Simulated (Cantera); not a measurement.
Input: 1 mol HBr, 0.09 mol O2, held at 1 atm.

Cantera equilibrium calculation (NASA polynomials, part measured and part estimated; ideal gas, pure solids and liquids). Candidate condensed phases: Br2, H2O; 12 gas species. The numbers say what is thermodynamically allowed, not how fast it happens.

Q: At 1452 °C, list the 5 most abundant gas species with their mole fractions, and the condensed phases.

A: HBr 0.573, Br 0.205, H2O 0.161, Br2 0.0593, H2 0.000608. Condensed: gas only.
